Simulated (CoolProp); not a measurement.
Vapour-liquid equilibrium of R113 (1) + acetone (2) at 0.0143 MPa; x and y are mole fractions of (1).

The numbers come from the multi-fluid Helmholtz-energy mixture model, Marx 1992 and Lemmon 2006; pair parameters Bell 2016 in CoolProp.

```
x     bubble temperature (°C)  y at the bubble point  dew temperature at overall composition x (°C)  liquid density (mol/L)
----  -----------------------  ---------------------  ---------------------------------------------  ----------------------
0.05                      5.3                    ___                                            7.6                   13.48
0.2                       ___                  0.452                                            ___                   12.48
0.35                     -2.1                  0.563                                            2.1                   11.56
0.5                      -3.0                  0.627                                            ___                   10.75
0.65                      ___                    ___                                           -3.2                     ___
0.8                      -3.3                  0.757                                           -3.0                   9.409
0.95                     -2.1                    ___                                           -1.6                   8.847
```

Q: Complete the blanks.

A: 
- 0.05, y at the bubble point: 0.185
- 0.2, bubble temperature (°C): 0.1
- 0.2, dew temperature at overall composition x (°C): 5.0
- 0.5, dew temperature at overall composition x (°C): -0.9
- 0.65, bubble temperature (°C): -3.4
- 0.65, y at the bubble point: 0.682
- 0.65, liquid density (mol/L): 10.04
- 0.95, y at the bubble point: 0.907

y crosses x between x = 0.65 and 0.8: the model has an azeotrope there.

The pair parameters rest on a limited set of measurements; away from them the model extrapolates.
